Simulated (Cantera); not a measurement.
An isothermal, constant-pressure homogeneous reactor starts with 98.7 % N₂O, 1.28 % H₂O, at 1550 K and 20.0 Torr.

Cantera simulation using GRI-Mech 3.0 (53 species, 325 reactions); the numbers are that mechanism's predictions, not measurements. GRI-Mech 3.0 was tuned for natural gas; its chemistry of N2O as a main component is partial and can be far from experiment. Radical loss at walls, strong at low pressure, is not modelled. The temperature is held fixed by assumption; the heat of reaction is taken as removed at once.

Question: Predict: x(N₂O) at 1.00 s; x(H₂O) at 1.00 s; x(NO) at 1.00 s; x(OH) at 1.00 s; x(N₂) at 1.00 s.

Answer: 
| Quantity | Value |
|---|---|
| x(N₂O) at 1.00 s | 0.0400 (gas-phase equilibrium 1.61e-8) |
| x(H₂O) at 1.00 s | 0.00867 (gas-phase equilibrium 0.00854) |
| x(NO) at 1.00 s | 0.153 (gas-phase equilibrium 0.00179) |
| x(OH) at 1.00 s | 0.000178 (gas-phase equilibrium 9.68e-5) |
| x(N₂) at 1.00 s | 0.558 (gas-phase equilibrium 0.660) |
